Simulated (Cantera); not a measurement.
Charge: 1 mol Fe₂O₃, a varied amount of CO, equilibrated at 2302 °C and 1.20 bar.

Method: chemical equilibrium by Gibbs-energy minimisation in Cantera with the NASA 1993 tables (ideal gas, pure condensed phases). Candidate condensed phases: C, Fe, Fe(CO)₅, FeO, Fe₂O₃, Fe₃O₄; 15 gas species. The tables' stoichiometric FeO is somewhat more stable than real wüstite, so its field is too wide. FeO: taken at fixed stoichiometry. Equilibrium is a limit: real reactors are often held back by kinetics, nucleation or transport.

**Question.** At 11 mol CO, list the 5 most abundant gas species with their mole fractions, and the condensed phases.

**Answer.** CO 0.861, CO₂ 0.113, Fe 0.0248, FeO 0.00120, O 0.000123. Condensed: FeO(l).
